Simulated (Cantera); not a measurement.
A freely propagating, adiabatic, planar premixed flame of H₂ : O₂ : N₂ = 1 : 0.192 : 0.846 (molar parts), unburnt at 448 K and 1.40 bar; mixture-averaged transport, grid criteria slope 0.08 and curve 0.16, no radiation.

Model: the H2/O2 subset of GRI-Mech 3.0, which has no nitrogen chemistry, integrated in Cantera. Burning velocities carry a grid error of a few per cent, more on coarse grids.

Problem. What does this change do: H2 1 to 1.3 parts?

Solution. 
```json
[
 {"quantity": "laminar burning velocity", "before": "437 cm/s", "after": "353 cm/s"},
 {"quantity": "thermal thickness", "before": "0.278 mm", "after": "0.308 mm"},
 {"quantity": "peak x(O)", "before": "0.00141", "after": "0.000670"},
 {"quantity": "peak x(OH)", "before": "0.00132", "after": "0.000589"},
 {"quantity": "peak x(HO₂)", "before": "0.000395", "after": "0.000343"}
]
```
